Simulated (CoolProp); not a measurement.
A single-stage vapour-compression cycle with R124: evaporating at 301.15 K (dew point), condensing at 360.15 K (bubble point), superheat 0 K, subcooling 5 K, compressor efficiency 0.7, no pressure losses. Each further row changes one setting.

Values from CoolProp's reference Helmholtz-energy equation of state, de Vries 1995.

| case | cooling COP | pressure ratio | discharge temperature (K) | refrigerating effect (kJ/kg) | volumetric capacity (kJ/m³) |
|---|---|---|---|---|---|
| as stated | ? | 4.36 | 365.3 | 78.5 | 2030 |
| evaporating temperature 306.15 K | 2.74 | 3.76 | 364.8 | 81.2 | 2430 |
| condensing temperature 355.15 K | 2.76 | 3.92 | 360.0 | ? | 2200 |
| subcooling 10 K | 2.58 | 4.36 | 365.3 | 85.2 | 2200 |
| superheat 10 K | ? | 4.36 | 374.6 | 86.7 | ? |
| compressor efficiency 0.6 | ? | 4.36 | ? | 78.5 | 2030 |

Fill in the missing entries.


- as stated, cooling COP: 2.38
- condensing temperature 355.15 K, refrigerating effect (kJ/kg): 85.1
- superheat 10 K, cooling COP: 2.47
- superheat 10 K, volumetric capacity (kJ/m³): 2130
- compressor efficiency 0.6, cooling COP: 2.04
- compressor efficiency 0.6, discharge temperature (K): 370.1
